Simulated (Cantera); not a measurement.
An isothermal, constant-pressure homogeneous reactor starts with C2H6 : N2 = 1 : 1.1 (molar parts), at 2000 K and 0.132 atm. Integrator tolerance rtol = 1e-08.

Detailed kinetics in Cantera: GRI-Mech 3.0 (53 species, 325 reactions). GRI-Mech 3.0 stops at C3 and has no aromatics, soot or wall deposition, so with more carbon than oxygen in the feed, carbon stays in small species such as C2H2 where larger ones or solid carbon would form.

Problem. What does this change do: temperature 2000 to 1325 K?

Solution. 
```
quantity                                              before                                      after
-----------------  -----------------------------------------  -----------------------------------------
x(C2H6) at 30.0 s    3.39e-9 (gas-phase equilibrium 2.52e-9)    4.20e-5 (gas-phase equilibrium 3.47e-5)
x(HCN) at 30.0 s       0.00162 (gas-phase equilibrium 0.130)    5.04e-10 (gas-phase equilibrium 0.0851)
x(CH3) at 30.0 s     4.25e-5 (gas-phase equilibrium 3.67e-5)    1.38e-5 (gas-phase equilibrium 1.33e-5)
x(CH4) at 30.0 s   0.000335 (gas-phase equilibrium 0.000290)      0.0850 (gas-phase equilibrium 0.0928)
x(C2H) at 30.0 s     2.92e-5 (gas-phase equilibrium 2.14e-5)  9.32e-10 (gas-phase equilibrium 6.57e-10)
x(H) at 30.0 s       0.00312 (gas-phase equilibrium 0.00312)    3.22e-6 (gas-phase equilibrium 2.80e-6)
```

Problem. What does this change do: N2 1.1 to 0.73 parts?

Solution. 
```json
[
 {"quantity": "x(C2H6) at 30.0 s", "before": "3.39e-9 (gas-phase equilibrium 2.52e-9)", "after": "4.52e-9 (gas-phase equilibrium 3.58e-9)"},
 {"quantity": "x(HCN) at 30.0 s", "before": "0.00162 (gas-phase equilibrium 0.130)", "after": "0.00126 (gas-phase equilibrium 0.116)"},
 {"quantity": "x(CH3) at 30.0 s", "before": "4.25e-5 (gas-phase equilibrium 3.67e-5)", "after": "4.91e-5 (gas-phase equilibrium 4.38e-5)"},
 {"quantity": "x(CH4) at 30.0 s", "before": "0.000335 (gas-phase equilibrium 0.000290)", "after": "0.000406 (gas-phase equilibrium 0.000362)"},
 {"quantity": "x(C2H) at 30.0 s", "before": "2.92e-5 (gas-phase equilibrium 2.14e-5)", "after": "3.06e-5 (gas-phase equilibrium 2.40e-5)"},
 {"quantity": "x(H) at 30.0 s", "before": "0.00312 (gas-phase equilibrium 0.00312)", "after": "0.00328 (gas-phase equilibrium 0.00328)"}
]
```

Problem. What does this change do: temperature 2000 to 1950 K?

Solution. 
```
quantity                                              before                                      after
-----------------  -----------------------------------------  -----------------------------------------
x(C2H6) at 30.0 s    3.39e-9 (gas-phase equilibrium 2.52e-9)    5.66e-9 (gas-phase equilibrium 4.21e-9)
x(HCN) at 30.0 s       0.00162 (gas-phase equilibrium 0.130)     0.000700 (gas-phase equilibrium 0.128)
x(CH3) at 30.0 s     4.25e-5 (gas-phase equilibrium 3.67e-5)    4.12e-5 (gas-phase equilibrium 3.56e-5)
x(CH4) at 30.0 s   0.000335 (gas-phase equilibrium 0.000290)  0.000458 (gas-phase equilibrium 0.000396)
x(C2H) at 30.0 s     2.92e-5 (gas-phase equilibrium 2.14e-5)    1.73e-5 (gas-phase equilibrium 1.28e-5)
x(H) at 30.0 s       0.00312 (gas-phase equilibrium 0.00312)    0.00220 (gas-phase equilibrium 0.00220)
```
